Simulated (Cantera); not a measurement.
Charge: 1 mol H₂S, 0.096 mol SO₂, equilibrated at 1675 K and 85.0 Pa.

Cantera equilibrium calculation (NASA polynomials, part measured and part estimated; ideal gas, pure solids and liquids). The numbers say what is thermodynamically allowed, not how fast it happens.

| species | before | after |
|---|---|---|
| H | 0.00286 | 0.517 |
| S | 0.00495 | 0.315 |
| H₂ | 0.517 | 0.0850 |
| S₂ | 0.330 | 0.0111 |
| O | 1.25e-7 | 0.0167 |
| H₂S | 0.0147 | 3.91e-5 |
| H₂O | 0.104 | 0.00283 |
| SO | 0.00784 | 0.0408 |
| SH | 0.0125 | 0.00669 |
| O₂ | 1.14e-8 | 0.000224 |
| OH | 2.80e-5 | 0.00429 |
| S₂O | 0.000267 | 8.73e-6 |
| SO₂ | 0.00555 | 0.00124 |
Gas species are given as mole fractions.

Task: Name the change that produced these shifts.
A) temperature from 1675 K to 2675 K
B) pressure from 85.0 Pa to 84.0 mbar
C) pressure from 85.0 Pa to 13.3 mbar
D) temperature from 1675 K to 750 K

Result: A, temperature from 1675 K to 2675 K
